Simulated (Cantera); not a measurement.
Input (Python, Cantera):

```python
import numpy as np
import cantera as ct

gas = ct.Solution("gri30.yaml")
gas.TPX = 1373, 100000, {'H2': 1.1, 'O2': 1, 'N2': 6.8}
reactor = ct.IdealGasConstPressureReactor(gas, energy="off", clone=False)
net = ct.ReactorNet([reactor])
net.rtol, net.atol = 1e-08, 1e-18
show = ['H2', 'O2', 'H2O', 'NO', 'H2O2', 'N2O', 'NO2']
times = np.geomspace(0.0003, 20, 14)

steps = ct.SolutionArray(gas, extra=["t"])
rows = []
print(f"{'t/s':>10s}{'T/K':>9s}{'P/Pa':>11s}" + "".join(f"{s:>11s}" for s in show))
for t in times:
    while net.time < t:
        t_next = net.step()
        steps.append(gas.state, t=t_next)
    rows.append([np.interp(t, steps.t, y) for y in (steps.T, steps.P, *steps(*show).X.T)])
    print(f"{t:10.3e}{rows[-1][0]:9.1f}{rows[-1][1]:11.4g}" + "".join(f"{x:11.3e}" for x in rows[-1][2:]))
rate = np.gradient(steps.T, steps.t)
print("integrator steps:", len(steps.t))
if steps.T.max() > steps.T[0] + 200:
    print(f"time of steepest temperature rise: {steps.t[rate.argmax()]:.4e} s")
gas.TPX = 1373, 100000, {'H2': 1.1, 'O2': 1, 'N2': 6.8}
gas.equilibrate("TP")
print(f"equilibrium (TP): T = {gas.T:.1f} K  " + "  ".join(f"{s} {gas[s].X[0]:.3e}" for s in show))
```

Result:

```
       t/s      T/K       P/Pa         H2         O2        H2O         NO       H2O2        N2O        NO2
 3.000e-04   1373.0      1e+05  4.468e-04  5.375e-02  1.307e-01  1.534e-05  1.050e-06  2.635e-07  4.973e-08
 7.050e-04   1373.0      1e+05  7.133e-05  5.381e-02  1.315e-01  1.529e-05  3.425e-07  2.989e-07  1.179e-07
 1.657e-03   1373.0      1e+05  1.392e-05  5.384e-02  1.316e-01  1.526e-05  1.158e-07  3.149e-07  1.458e-07
 3.893e-03   1373.0      1e+05  3.575e-06  5.386e-02  1.317e-01  1.528e-05  4.241e-08  3.205e-07  1.224e-07
 9.150e-03   1373.0      1e+05  1.164e-06  5.387e-02  1.317e-01  1.532e-05  1.691e-08  3.152e-07  8.579e-08
 2.150e-02   1373.0      1e+05  4.584e-07  5.388e-02  1.317e-01  1.535e-05  7.432e-09  2.918e-07  6.299e-08
 5.053e-02   1373.0      1e+05  2.331e-07  5.388e-02  1.317e-01  1.535e-05  3.941e-09  2.367e-07  5.897e-08
 1.187e-01   1373.0      1e+05  1.755e-07  5.388e-02  1.317e-01  1.535e-05  2.960e-09  1.440e-07  6.259e-08
 2.790e-01   1373.0      1e+05  1.696e-07  5.388e-02  1.317e-01  1.535e-05  2.855e-09  5.327e-08  6.335e-08
 6.558e-01   1373.0      1e+05  1.693e-07  5.388e-02  1.317e-01  1.535e-05  2.849e-09  2.233e-08  6.339e-08
 1.541e+00   1373.0      1e+05  1.692e-07  5.388e-02  1.317e-01  1.535e-05  2.849e-09  2.094e-08  6.339e-08
 3.622e+00   1373.0      1e+05  1.692e-07  5.388e-02  1.317e-01  1.535e-05  2.849e-09  2.094e-08  6.340e-08
 8.511e+00   1373.0      1e+05  1.692e-07  5.388e-02  1.317e-01  1.535e-05  2.849e-09  2.094e-08  6.341e-08
 2.000e+01   1373.0      1e+05  1.692e-07  5.388e-02  1.317e-01  1.536e-05  2.849e-09  2.094e-08  6.343e-08
integrator steps: 1656
equilibrium (TP): T = 1373.0 K  H2 1.695e-07  O2 5.373e-02  H2O 1.317e-01  NO 3.208e-04  H2O2 2.845e-09  N2O 2.093e-08  NO2 1.323e-06
```

Model: GRI-Mech 3.0 (53 species, 325 reactions), integrated in Cantera. The temperature is held fixed by assumption; the heat of reaction is taken as removed at once.
